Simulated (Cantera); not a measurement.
Premixed flame

A freely propagating, adiabatic, planar premixed flame of CH4 : O2 : N2 = 1 : 1.43 : 5.37 (molar parts), unburnt at 425 K and 100.0 Torr; mixture-averaged transport, grid criteria slope 0.08 and curve 0.16, no radiation.

Model: GRI-Mech 3.0 (53 species, 325 reactions), integrated in Cantera. Burning velocities carry a grid error of a few per cent, more on coarse grids.

```tsv
z (mm)	T (K)	u (m/s)	x CH4	x O2	x CH2O	x N2O	x NO2	x CH2CO
-8.96	425	0.619	0.128	0.183	2.02e-8	<1e-8	<1e-8	<1e-8
-5.97	427	0.625	0.127	0.182	8.89e-7	<1e-8	<1e-8	<1e-8
-4.48	440	0.648	0.125	0.180	8.46e-6	<1e-8	1.15e-8	9.24e-8
-2.99	545	0.814	0.116	0.172	0.000104	<1e-8	5.59e-8	2.71e-6
-1.49	1032	1.59	0.0772	0.129	0.000688	<1e-8	2.11e-8	6.75e-5
-0.747	1426	2.22	0.0412	0.0838	0.000985	<1e-8	1.31e-8	0.000189
0	1755	2.77	0.0115	0.0383	0.000558	<1e-8	<1e-8	0.000166
0.747	1912	3.03	0.00162	0.0130	0.000152	<1e-8	<1e-8	3.68e-5
1.49	1956	3.10	0.000176	0.00413	2.61e-5	<1e-8	<1e-8	4.96e-6
2.99	1973	3.11	2.92e-6	0.000793	6.94e-7	<1e-8	<1e-8	2.22e-7
5.97	1979	3.12	<1e-8	0.000449	<1e-8	<1e-8	<1e-8	<1e-8
11.9	1986	3.12	<1e-8	0.000391	<1e-8	<1e-8	<1e-8	<1e-8
23.9	1996	3.14	<1e-8	0.000315	<1e-8	<1e-8	<1e-8	<1e-8
```
x: mole fraction of selected species; z is measured from the peak of heat release.

```yaml
laminar_burning_velocity: 61.8 cm/s
thermal_thickness: 2.99 mm
peak x(CH2O): 0.000988
peak x(CH2CO): 0.000215
grid_points: 153
```
